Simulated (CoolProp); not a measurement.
Properties of C2F6 (R116) along the isobar 0.37 MPa (Tc = 19.9 °C, pc = 3.048 MPa, ω = 0.257).

The numbers come from the reference Helmholtz-energy equation of state, Lemmon 2006 in CoolProp. It is a short technical equation, of lower accuracy than the large ones.

```csv
T (°C),phase,cp (kJ/(kg K)),viscosity (µPa s)
-90.95,liquid,0.9110,?
-80.15,liquid,0.9359,442
-69.35,liquid,?,363
-58.55,liquid,?,301
-47.75,gas,0.7113,10.5
-36.95,gas,0.7165,11.0
-26.15,gas,0.7259,11.6
-15.35,gas,0.7377,12.1
-4.55,gas,0.7507,?
6.25,gas,?,?
17.05,gas,0.7788,13.7
27.85,gas,0.7933,14.3
38.65,gas,0.8077,14.8
49.45,gas,?,15.3
60.25,gas,0.8363,15.8
71.05,gas,?,16.3
```

Task: What belongs in the gaps?

Result: 
- -90.95, viscosity (µPa s): 548
- -69.35, cp (kJ/(kg K)): 0.9638
- -58.55, cp (kJ/(kg K)): 0.9960
- -4.55, viscosity (µPa s): 12.6
- 6.25, cp (kJ/(kg K)): 0.7646
- 6.25, viscosity (µPa s): 13.2
- 49.45, cp (kJ/(kg K)): 0.8221
- 71.05, cp (kJ/(kg K)): 0.8503

Viscosity comes from a separate model (Huber 2003), an estimate that may be off by 10 % or more.
